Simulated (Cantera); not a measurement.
Feed: 1 mol Si3N4, 0.034 mol N2O, 800 mol H2, at 1330 Pa.

Equilibrium computed with Cantera from the NASA thermochemical tables; the gas is ideal and each condensed phase is pure. Candidate condensed phases: H2O, Si, SiO2, Si2N2O, Si3N4; 35 gas species. Gases not in the tables: Si2H6 and higher silanes. Rates play no part.

x: gas mole fraction; n: condensed amount in mol.

```csv
T (K),x H2,x H,x N2,x Si,x SiO,x SiH,n Si(s),n Si(l)
1500,0.997,0.000152,0.00254,7.89e-7,4.24e-5,2.92e-7,2.96,0
1550,0.997,0.000272,0.00254,2.49e-6,4.24e-5,7.55e-7,2.96,0
1600,0.997,0.000470,0.00254,7.31e-6,4.24e-5,1.84e-6,2.95,0
1650,0.997,0.000785,0.00253,2.01e-5,4.24e-5,4.23e-6,2.94,0
1700,0.996,?,0.00253,?,4.24e-5,?,0,2.91
1750,0.995,?,0.00253,?,4.23e-5,?,0,2.84
1800,0.994,0.00309,0.00253,0.000238,4.23e-5,3.13e-5,0,2.72
```

Question: Complete the blanks.

Answer: 
- 1700, x H: 0.00127
- 1700, x Si: 5.09e-5
- 1700, x SiH: 9.08e-6
- 1750, x H: 0.00201
- 1750, x Si: 0.000113
- 1750, x SiH: 1.72e-5
